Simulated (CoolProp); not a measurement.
The fluid at 298.15 K and 2.74 MPa (liquid) is heated at constant pressure to 476.5 K. The same conditions are run with several fluids, on thermodynamics alone (safety and materials aside).

Model: reference Helmholtz-energy equation of state of each fluid (carbonyl sulfide: Lemmon 2006; n-nonane: Lemmon 2006; R115: Lemmon 2016; isohexane: Lemmon 2006), in CoolProp.

| fluid | heat (kJ/kg) | final phase | final density (kg/m³) |
|---|---|---|---|
| carbonyl sulfide | 385 | gas | … |
| n-nonane | … | liquid | 565 |
| R115 | … | gas | … |
| isohexane | … | liquid | … |

### Question
Complete the blanks.

### Answer

- carbonyl sulfide, final density (kg/m³): 44.7
- n-nonane, heat (kJ/kg): 458
- R115, heat (kJ/kg): 241
- R115, final density (kg/m³): 119
- isohexane, heat (kJ/kg): 491
- isohexane, final density (kg/m³): 417
